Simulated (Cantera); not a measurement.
Standard-state values (1 bar) from the NASA 1993 polynomials, evaluated with Cantera. Values are per mole of reaction as written; species without (g) are pure solids or liquids, kept so even where they would boil at 1 bar.

2 Cr₂O₃ + 2 N(g) + 3 H₂(g) ⇌ 2 Cr₂N + 3 H₂O₂(g)

| T (K) | ΔH° (kJ) | ΔS° (J/K) | ΔG° (kJ) | log10 K |
|---|---|---|---|---|
| 300 | (withheld) | (withheld) | (withheld) | (withheld) |
| 775 | 636.5 | -86.5 | 703.6 | -47.42 |
| 825 | 634.8 | -88.7 | 708.0 | -44.82 |
| 875 | 633.3 | -90.5 | 712.5 | -42.53 |
| 925 | 632.0 | -91.9 | 717.0 | -40.49 |
| 975 | 630.9 | -93.0 | 721.6 | -38.66 |
| 1025 | 630.0 | -93.9 | 726.3 | -37.01 |
| 1075 | (withheld) | (withheld) | (withheld) | (withheld) |

Question: Fill in the missing entries.

Answer: 
- 300, ΔH° (kJ): 664.6
- 300, ΔS° (J/K): -25.5
- 300, ΔG° (kJ): 672.3
- 300, log10 K: -117.05
- 1075, ΔH° (kJ): 629.3
- 1075, ΔS° (J/K): -94.6
- 1075, ΔG° (kJ): 731.0
- 1075, log10 K: -35.52
